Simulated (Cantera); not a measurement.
Feed: 1 mol Si3N4, 0.45 mol O2, 6.6 mol H2, held at 1002 °C and 280 Pa.

Method: chemical equilibrium by Gibbs-energy minimisation in Cantera with the NASA 1993 tables (ideal gas, pure condensed phases). Candidate condensed phases: H2O, Si, SiO2, Si2N2O, Si3N4; 35 gas species. Mutual solubility and eutectic melting of coexisting phases are not modelled. The numbers say what is thermodynamically allowed, not how fast it happens.

Base state: H2 0.957, N2 0.0435, H 1.36e-5 (mole fractions); condensed: Si2N2O(s) + Si3N4(s).

Task: What changes in the equilibrium state with this change: 1.3 mol HF added?

Result: 
```tsv
species	before	after
H2	0.957	0.893
N2	0.0435	0.0637
SiF4	0	0.0373
HF	0	0.00326
SiF3	0	0.00191
SiHF3	0	0.000745
Si2N2O(s), mol	0.900	0.900
Si3N4(s), mol	0.400	0.292
```
The tables' values for SiF3, SiF2 are old estimates; treat these amounts as uncertain.

Task: What changes in the equilibrium state with this change: O2 from 0.45 to 0.11 mol?

Result: 
```csv
species,before,after
H2,0.957,0.989
N2,0.0435,0.0110
H,1.36e-5,1.39e-5
"Si2N2O(s), mol",0.900,0.220
"Si3N4(s), mol",0.400,0.853
```

Task: What changes in the equilibrium state with this change: temperature from 1002 °C to 1802 °C?

Result: 
```json
[
 {"species": "H2", "before": "0.957", "after": "0.634"},
 {"species": "N2", "before": "0.0435", "after": "0.198"},
 {"species": "SiO", "before": "6.18e-8", "after": "0.0893"},
 {"species": "Si", "before": "<1e-9", "after": "0.0364"},
 {"species": "H", "before": "1.36e-5", "after": "0.0401"},
 {"species": "SiH", "before": "<1e-9", "after": "0.000878"},
 {"species": "Si2", "before": "<1e-9", "after": "0.000449"},
 {"species": "Si2N2O(s), mol", "before": "0.900", "after": "0"},
 {"species": "Si3N4(s), mol", "before": "0.400", "after": "0"},
 {"species": "Si(l), mol", "before": "0", "after": "1.70"}
]
```
The tables' values for SiN are old estimates; treat these amounts as uncertain. Gases not in the tables: Si2H6 and higher silanes.
